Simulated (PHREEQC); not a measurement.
Synthetic water in mmol/kgw, 39 °C, pH 7.07, pe 10.1: Na 3.93; K 0.0851; Ca 3.33; Mg 0.166; Cl 3.75; S(6) 1.26; Alkalinity (meq/kgw) 4.99; Br 0.0587; Li 0.00605; Cu(2) 0.112; Zn 0.0207.

Valence states are taken as typed.

Model: ion-association model, wateq4f.dat, run in PHREEQC.

### Question
The ionic strength comes out as 0.0145 mol/kgw. What activity coefficients do NaSO4-, Ca+2, CuHCO3+, CaHCO3+, K+ get?

### Answer
NaSO4- 0.89, Ca+2 0.62, CuHCO3+ 0.88, CaHCO3+ 0.89, K+ 0.88.

This is a speciation only: nothing precipitates in the calculation. Saturation is exceeded, for instance for Malachite, Atacamite; the values hold only as long as no solid forms. Species that the database lacks are ignored. Away from 25 °C the constants follow the database's enthalpies or fits; those with neither stay at their 25 °C values. The database's constant for dissolved Cu(OH)2 is higher than later reviews accept. The database's zinc carbonate complexes are estimates, stronger than later reviews accept.
